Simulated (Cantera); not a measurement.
Cantera with NASA thermochemical tables; ideal gases at 1 bar, condensed phases pure. Values are per mole of reaction as written; species without (g) are pure solids or liquids, kept so even where they would boil at 1 bar.

NO2(g) + 3 Cr2N ⇌ 6 Cr + 2 N2O(g), with ΔH° = 505.6 kJ and ΔS° = 146.7 J/K at 300 K.

Q: How far is the shortcut ΔG° ≈ ΔH°(300 K) − T·ΔS°(300 K) from the full temperature-dependent value at 873, 973, 1073, 1173, 1273, 1373, 1473, 1573, 1673, 1773, 1873 K?

A: 
```
T (K)  shortcut (kJ)  full (kJ)  difference (kJ)  difference in log10 K
-----  -------------  ---------  ---------------  ---------------------
873            377.5      385.3             -7.8                   0.47
973            362.8      373.1            -10.3                   0.55
1073           348.2      361.2            -13.0                   0.63
1173           333.5      349.5            -16.0                   0.71
1273           318.8      337.9            -19.1                   0.78
1373           304.2      326.4            -22.3                   0.85
1473           289.5      315.0            -25.5                   0.91
1573           274.8      303.7            -28.8                   0.96
1673           260.2      292.3            -32.2                   1.00
1773           245.5      280.9            -35.4                   1.04
1873           230.8      269.5            -38.6                   1.08
```
The shortcut ignores the heat-capacity change of the reaction.
